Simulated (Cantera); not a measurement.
A closed system holds: 1 mol TiCl4, 0.12 mol H2O, at 1252 °C and 2100 Pa.

Method: chemical equilibrium by Gibbs-energy minimisation in Cantera with the NASA 1993 tables (ideal gas, pure condensed phases). Candidate condensed phases: H2O, Ti, TiCl2, TiCl3, TiCl4, TiO, TiO2, Ti2O3, Ti3O5, Ti4O7; 23 gas species. Equilibrium is a limit: real reactors are often held back by kinetics, nucleation or transport.

Task: What is the equilibrium state?

Result: 
```
Item                                     Result
-----------------------------------  ----------
x(TiCl4)                                  0.766
x(HCl)                                    0.200
x(TiCl3)                                 0.0172
x(Cl)                                    0.0152
x(Cl2)                                  0.00102
x(TiOCl2)                              0.000125
x(H2O)                                  5.35e-6
x(H2)                                   2.97e-6
n(TiO2(rutile))                      0.0599 mol
gas amount                            1.200 mol
log10 activity of Ti4O7(s) (absent)       -1.97
log10 activity of Ti3O5(s) (absent)       -2.11
log10 activity of Ti2O3(s) (absent)       -2.63
```
